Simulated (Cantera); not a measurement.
**HgO + H₂ (iron carbonyl, mercury and lead vapours)**

Charge: 1 mol HgO, 0.41 mol H₂, at 75.0 Torr.

Cantera equilibrium calculation (NASA polynomials, part measured and part estimated; ideal gas, pure solids and liquids). Candidate condensed phases: H₂O, Hg, HgO; 10 gas species. The numbers say what is thermodynamically allowed, not how fast it happens.

```tsv
T (K)	x Hg	x H₂O	x O₂	x OH	n HgO(s)
523	0.500	0.500	5.08e-6	<1e-12	0.590
573	0.501	0.497	0.00200	<1e-12	0.587
623	0.587	0.240	0.173	2.27e-12	0
673	0.587	0.240	0.173	2.31e-11	0
723	0.587	0.240	0.173	1.71e-10	0
773	0.587	0.240	0.173	9.78e-10	0
823	0.587	0.240	0.173	4.53e-9	0
873	0.587	0.240	0.173	1.76e-8	0
923	0.587	0.240	0.173	5.92e-8	0
973	0.587	0.240	0.173	1.76e-7	0
```
x: gas mole fraction; n: condensed amount in mol.

From 523 K to 573 K the condensed part is HgO(s). From 623 K to 973 K nothing is condensed. The main Hg-bearing gas is Hg throughout.
